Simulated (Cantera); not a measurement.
Equilibrium for chemical vapour transport: B + HCl + O₂

Feed: 1 mol B, 0.11 mol HCl, 0.14 mol O₂, at 1330 Pa.

Cantera equilibrium calculation (NASA polynomials, part measured and part estimated; ideal gas, pure solids and liquids). Candidate condensed phases: B, B₂O₃, B₃O₃H₃, H₂O; 33 gas species. Mutual solubility and eutectic melting of coexisting phases are not modelled. The tables' values for BOCl, BCl₂, BCl are old estimates; treat these amounts as uncertain. Gases not in the tables: BHCl₂. Rates play no part.

```json
[
 {"T (K)": "750", "x H₂": "0.582", "x BCl₃": "0.352", "x HCl": "0.0294", "x B₃O₃Cl₃": "0.0359", "x BOCl": "4.23e-10", "x HBO": "1.25e-9", "x BCl₂": "1.53e-9", "n B(s)": "0.778", "n B₂O₃(l)": "0.0900"},
 {"T (K)": "850", "x H₂": "0.563", "x BCl₃": "0.328", "x HCl": "0.0606", "x B₃O₃Cl₃": "0.0480", "x BOCl": "3.28e-8", "x HBO": "6.78e-8", "x BCl₂": "5.10e-8", "n B(s)": "0.779", "n B₂O₃(l)": "0.0889"},
 {"T (K)": "950", "x H₂": "0.537", "x BCl₃": "0.301", "x HCl": "0.105", "x B₃O₃Cl₃": "0.0569", "x BOCl": "9.90e-7", "x HBO": "1.53e-6", "x BCl₂": "7.92e-7", "n B(s)": "0.780", "n B₂O₃(l)": "0.0880"},
 {"T (K)": "1050", "x H₂": "0.504", "x BCl₃": "0.274", "x HCl": "0.159", "x B₃O₃Cl₃": "0.0624", "x BOCl": "1.52e-5", "x HBO": "1.86e-5", "x BCl₂": "7.12e-6", "n B(s)": "0.782", "n B₂O₃(l)": "0.0874"},
 {"T (K)": "1150", "x H₂": "0.467", "x BCl₃": "0.247", "x HCl": "0.221", "x B₃O₃Cl₃": "0.0648", "x BOCl": "0.000143", "x HBO": "0.000142", "x BCl₂": "4.28e-5", "n B(s)": "0.784", "n B₂O₃(l)": "0.0871"},
 {"T (K)": "1250", "x H₂": "0.428", "x BCl₃": "0.221", "x HCl": "0.284", "x B₃O₃Cl₃": "0.0645", "x BOCl": "0.000920", "x HBO": "0.000765", "x BCl₂": "0.000189", "n B(s)": "0.786", "n B₂O₃(l)": "0.0870"},
 {"T (K)": "1350", "x H₂": "0.388", "x BCl₃": "0.196", "x HCl": "0.345", "x B₃O₃Cl₃": "0.0621", "x BOCl": "0.00442", "x HBO": "0.00315", "x BCl₂": "0.000656", "n B(s)": "0.788", "n B₂O₃(l)": "0.0870"}
]
```
x: gas mole fraction; n: condensed amount in mol.

From 750 K to 1350 K the condensed part is B(s) + B₂O₃(l). The main B-bearing gas is BCl₃ throughout.
